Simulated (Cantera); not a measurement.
Charge: 1 mol SiC, 1.1 mol H2O, a varied amount of N2, at 1250 K and 100000 Pa.

Method: chemical equilibrium by Gibbs-energy minimisation in Cantera with the NASA 1993 tables (ideal gas, pure condensed phases). Candidate condensed phases: C, C6H6, C7H8, C8H18, H2O, Si, SiC, SiO2, Si2N2O, Si3N4; 151 gas species. N2 is the only nitrogen source here; it is nearly inert below about 1500 K, so the nitride shown seldom forms there in practice. Mutual solubility and eutectic melting of coexisting phases are not modelled. The tables hold silica as quartz up to 1696 K and as liquid above; real silica turns to tridymite and cristobalite and melts near 1996 K. Rates play no part.

**Question.** Which condensed phases are stable at each of these points (n(N2) (mol)): 1.6, 2.5, 3.8, 5.9, 9.1, 14, 22, 34, 53, 81?

**Answer.** 
```csv
n(N2) (mol),condensed phases,Si condensed (%)
1.6,C(graphite) + SiO2(β-quartz) + Si2N2O(s),100.0
2.5,C(graphite) + SiO2(β-quartz) + Si2N2O(s),100.0
3.8,C(graphite) + SiO2(β-quartz) + Si2N2O(s),100.0
5.9,C(graphite) + SiO2(β-quartz) + Si2N2O(s),100.0
9.1,C(graphite) + SiO2(β-quartz) + Si2N2O(s),100.0
14,C(graphite) + SiO2(β-quartz) + Si2N2O(s),100.0
22,C(graphite) + Si2N2O(s),100.0
34,C(graphite) + Si2N2O(s),100.0
53,C(graphite) + Si2N2O(s),100.0
81,C(graphite) + Si2N2O(s),100.0
```

From 1.6 mol N2 to 14 mol N2 the condensed part is C(graphite) + SiO2(β-quartz) + Si2N2O(s). From 22 mol N2 to 81 mol N2 the condensed part is C(graphite) + Si2N2O(s).
